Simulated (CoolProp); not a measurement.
The numbers come from the reference Helmholtz-energy equation of state, Span 2000 in CoolProp.

Problem. For nitrogen, give the phase and the density (kg/m³), cp (kJ/(kg K)), isothermal compressibility (1/MPa), expansivity (1/kK) at 163.7 K and 4990 kPa; 193.4 K and 4990 kPa; 237.8 K and 4990 kPa.

Solution. 
- 163.7 K and 4990 kPa: supercritical; density 133, cp 1.72, isothermal compressibility 0.258, expansivity 13.7
- 193.4 K and 4990 kPa: supercritical; density 98.0, cp 1.35, isothermal compressibility 0.223, expansivity 7.98
- 237.8 K and 4990 kPa: supercritical; density 73.8, cp 1.19, isothermal compressibility 0.207, expansivity 5.25
